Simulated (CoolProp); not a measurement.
CH3F (R41) along the isotherm 309.9 K: fugacity coefficient from the reference equation and from simpler models built on Tc = 317.3 K, pc = 5906 kPa, ω = 0.200; each cubic takes its own stable root.

Values from CoolProp's reference Helmholtz-energy equation of state, Lemmon 2006. It is a short technical equation, of lower accuracy than the large ones.

```tsv
p (kPa)	phase	reference
93.4	gas	0.9933
213	gas	0.9847
484	gas	0.9654
1100	gas	0.9221
2510	gas	0.8259
5700	liquid	0.5878
13000	liquid	0.3045
29500	liquid	0.1869
```

How far does each simpler model (van der Waals, Redlich-Kwong, Soave-Redlich-Kwong, Peng-Robinson) lie from the reference over these 8 states: mean and median of the absolute difference, and the worst?


- van der Waals: mean 14.1 %, median 3.6 %, worst +59.4 % at 309.9 K and 29500 kPa
- Redlich-Kwong: mean 6.7 %, median 2.0 %, worst +25.8 % at 309.9 K and 29500 kPa
- Soave-Redlich-Kwong: mean 6.0 %, median 1.8 %, worst +23.8 % at 309.9 K and 29500 kPa
- Peng-Robinson: mean 2.9 %, median 0.7 %, worst +11.7 % at 309.9 K and 29500 kPa
